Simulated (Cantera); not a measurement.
A perfectly stirred reactor is fed with 5.93 % CO, 7.11 % H₂, 2.85 % CH₄, 17.7 % O₂, 66.4 % N₂, at 0.660 bar; it is adiabatic with a 625 K inlet, and is followed from long to short residence time, starting on the burning branch (τ in s: 0.18, 0.084, 0.04, 0.019, 0.0092, 0.0044, 0.0021, 0.001, 0.00048, 0.00023, 0.00011, 5.2e-05).

Model: GRI-Mech 3.0 (53 species, 325 reactions), integrated in Cantera.

One state of this run: T (K) = 1712; x CO = 0.0297; x H₂ = 0.00971; x CH₄ = 0.000152; x C₂H₄ = 9.72e-9; x C₂H = 1.29e-11; x NO = 2.26e-5. x: mole fraction; the columns are a selection and need not sum to one.

Problem. Which value of τ (s) does it belong to?
A) 0.00011
B) 0.00023
C) 0.0044
D) 0.0092

Solution. B, 0.00023
